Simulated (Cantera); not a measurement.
Feed: 1 mol CaF2, 74 mol N2, equilibrated at 1400 K and 1330 Pa.

Method: chemical equilibrium by Gibbs-energy minimisation in Cantera with the NASA 1993 tables (ideal gas, pure condensed phases). Candidate condensed phases: Ca, CaF2; 11 gas species. Equilibrium is a limit: real reactors are often held back by kinetics, nucleation or transport.

Base state: N2 1.000, CaF2 1.63e-5 (mole fractions); condensed: CaF2(s).

Q: What changes in the equilibrium state with this change: CaF2 replaced by FeCl2?

A: 
| species | before | after |
|---|---|---|
| N2 | 1.000 | 0.987 |
| FeCl2 | 0 | 0.0133 |
| CaF2 | 1.63e-5 | 0 |
| CaF2(s), mol | 0.999 | 0 |
| Fe(γ), mol | 0 | 0.000111 |
Further candidate phases: Fe, FeCl2, FeCl3.

Q: What changes in the equilibrium state with this change: temperature from 1400 K to 1775 K?

A: 
| species | before | after |
|---|---|---|
| N2 | 1.000 | 0.987 |
| CaF2 | 1.63e-5 | 0.0133 |
| CaF2(s), mol | 0.999 | 0 |
